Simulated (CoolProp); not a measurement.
Vapour-liquid equilibrium of benzene (1) + m-xylene (2) at 0.105 MPa; x and y are mole fractions of (1).

Model: multi-fluid Helmholtz-energy mixture model, Thol 2012 and Zhou 2012; pair parameters Bell 2016, in CoolProp.

| x | bubble temperature, mixture model (K) | bubble temperature, Raoult's law (K) | y, mixture model | y, Raoult's law |
|---|---|---|---|---|
| 0.05 | 407.4 | 407.3 | 0.190 | 0.198 |
| 0.15 | 397.0 | 396.8 | 0.453 | 0.468 |
| 0.25 | 388.6 | 388.4 | 0.621 | 0.636 |
| 0.35 | 381.7 | 381.4 | 0.733 | 0.747 |
| 0.45 | 375.9 | 375.5 | 0.812 | 0.823 |
| 0.55 | 370.8 | 370.5 | 0.869 | 0.878 |
| 0.65 | 366.4 | 366.1 | 0.912 | 0.919 |
| 0.75 | 362.5 | 362.3 | 0.945 | 0.949 |
| 0.85 | 359.0 | 358.9 | 0.971 | 0.973 |
| 0.95 | 355.8 | 355.8 | 0.991 | 0.992 |

The largest gap from Raoult's law is +0.4 K in bubble temperature, at x = 0.45. No azeotrope shows between x = 0.05 and 0.95.

The pair parameters rest on a limited set of measurements; away from them the model extrapolates.
